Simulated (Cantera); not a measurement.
What does this Cantera script print?

```python
import numpy as np
import cantera as ct

gas_names = """
    H HO2 H2 H2O H2O2 Mg MgH MgO MgOH MgO2H2 Mg2 O OH O2 O3
""".split()
cond_names = """
    H2O(s) H2O(L) Mg(cr) Mg(L) MgO(s) MgO(L) MgO2H2(s)
""".split()


# ... load() reads the species with a 1 bar reference pressure and builds the phases ...
atoms = {
    'Mg(OH)2': {'Mg': 1, 'O': 2, 'H': 2},
    'H2O': {'H': 2, 'O': 1},
    'H2': {'H': 2},
}
top_T = {}  # K; cautious upper limits of use, not melting points


# ... equilibrate(T, P, feed) seeds the gas with the atoms and calls Mixture.equilibrate('TP', solver="vcs", rtol=1e-11, max_steps=5000) ...
results = []
feed = {'Mg(OH)2': 1, 'H2O': 0.75, 'H2': 0.69}  # mol
P = 1333.22  # Pa
for T in [623, 773, 923, 1073, 1223, 1373, 1523, 1673, 1823, 1973, 2123]:
    mix = equilibrate(T, P, feed)
    results.append((T, P, feed, dict(zip(mix.species_names, mix.species_moles))))

top = {s: max(r[3][s] / sum(r[3][g] for g in gas_names) for r in results) for s in gas_names}
cols = sorted((s for s in top if top[s] > 0.001), key=lambda s: -top[s])[:7]
seen = [c for c in cond_names if any(r[3].get(c, 0) > 1e-12 for r in results)]
print("log10 of partial pressures in bar; condensed amounts in mol")
print(f"{'T/K':>10s}" + "".join(f"{s[:9]:>10s}" for s in cols + seen))
for T, P, feed, n in results:
    ng = sum(n[g] for g in gas_names)
    print(f"{T:10.4g}" + "".join(f"{np.log10(max(n[s] / ng * P / 1e5, 1e-99)):10.3f}" for s in cols)
          + "".join(f"{n.get(c, 0):10.4g}" for c in seen))
```

It prints:

```
log10 of partial pressures in bar; condensed amounts in mol
       T/K       H2O        H2         H        OH        Mg    MgO(s)
       623    -2.019    -2.424   -16.840   -21.123   -33.655         1
       773    -2.019    -2.424   -13.254   -16.491   -25.529         1
       923    -2.019    -2.424   -10.823   -13.354   -20.076         1
      1073    -2.019    -2.424    -9.065   -11.089   -16.172         1
      1223    -2.019    -2.424    -7.734    -9.375   -13.242         1
      1373    -2.019    -2.424    -6.689    -8.033   -10.966         1
      1523    -2.019    -2.424    -5.848    -6.955    -9.148         1
      1673    -2.020    -2.424    -5.156    -6.069    -7.665         1
      1823    -2.020    -2.425    -4.576    -5.328    -6.433    0.9999
      1973    -2.022    -2.429    -4.085    -4.700    -5.395    0.9991
      2123    -2.028    -2.441    -3.666    -4.160    -4.514    0.9936
```

Method: chemical equilibrium by Gibbs-energy minimisation in Cantera with the NASA 1993 tables (ideal gas, pure condensed phases).
